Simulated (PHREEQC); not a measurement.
# Leach liquor: speciation

Solution (25 °C): 0.0015 mol/kgw HCl, 0.058 mol/kgw ZnSO4 and 0.0094 mol/kgw Na2SO4. Closed to the air; pH follows from the charge balance.

All values are PHREEQC results (ion-association model, phreeqc.dat), not measurements.

```yaml
pH: 3.23
ionic_strength: 0.144 mol/kgw
density: 1.008 g/cm³
total_alkalinity: -1.50 meq/kg
```

| species | molality | activity | log γ |
|---|---|---|---|
| SO4-2 | 0.0312 | 0.0103 | -0.482 |
| Zn+2 | 0.0293 | 0.00978 | -0.477 |
| ZnSO4 | 0.0228 | 0.0236 | 0.014 |
| Na+ | 0.0179 | 0.0137 | -0.116 |
| Zn(SO4)2-2 | 0.00585 | 0.00197 | -0.473 |
| Cl- | 0.00146 | 0.00108 | -0.131 |
| NaSO4- | 0.000919 | 0.000705 | -0.116 |

This is a speciation only: nothing precipitates in the calculation. Species that the database lacks are ignored.
